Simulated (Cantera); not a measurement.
**Pb + O2 + H2 (iron carbonyl, mercury and lead vapours)**

A closed system holds: 1 mol Pb, 0.14 mol O2, 12 mol H2, at 648 K and 0.133 bar.

These are equilibrium values from Cantera (NASA tables, ideal gas, pure condensed phases), not measurements of a reactor. Candidate condensed phases: H2O, Pb, PbO, PbO2, Pb3O4; 12 gas species. Equilibrium is a limit: real reactors are often held back by kinetics, nucleation or transport.

```yaml
x(H2): 0.977
x(H2O): 0.0233
n(Pb(l)): 1.00 mol
gas_amount: 12.00 mol
log10 activity of PbO2(s) (absent): -25.49
log10 activity of Pb3O4(s) (absent): -37.02
```
